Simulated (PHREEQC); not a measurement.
A solution holds 6.8e-05 mol/kgw CuCl2, at 76 °C. It is in equilibrium with CO2 at log p = -3.4 (atm). Otherwise closed; pH follows from the charge balance.

All values are PHREEQC results (ion-association model, phreeqc.dat), not measurements.

Precipitation was switched off in this run.

Problem. Order these C species by the share of C that they hold, largest first: HCO3-, CuHCO3+, CO2.

Solution. CO2 (87 %), HCO3- (12 %), CuHCO3+ (0.37 %)

The pH is 5.47 and the ionic strength 0.000203 mol/kgw. Constants without temperature data keep their 25 °C values here.
